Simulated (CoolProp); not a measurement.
Vapour pressure (kPa) of nitrous oxide: the reference equation beside estimates from Tc = 36.4 °C, pc = 7245 kPa, ω = 0.161.

The numbers come from the reference Helmholtz-energy equation of state, Lemmon 2006 in CoolProp. It is a short technical equation, of lower accuracy than the large ones.

```csv
T (°C),reference,Redlich-Kwong,Soave-Redlich-Kwong
-67.65,304.7,398.7,304.9
-60.25,425.1,[?],425.6
-52.75,580.8,730.6,[?]
-45.35,773.0,[?],775.7
-37.85,1012,1225,[?]
-30.45,1298,1542,1307
-22.95,1644,[?],1658
-15.55,2047,2345,2067
```

### Question
Fill in the missing entries.

### Answer

- -60.25, Redlich-Kwong: 545.4
- -52.75, Soave-Redlich-Kwong: 582.1
- -45.35, Redlich-Kwong: 953.7
- -37.85, Soave-Redlich-Kwong: 1017
- -22.95, Redlich-Kwong: 1917

Absolute difference from the reference over all 8 rows, mean and median: Redlich-Kwong 22.4 and 22.2 %, Soave-Redlich-Kwong 0.5 and 0.4 %.
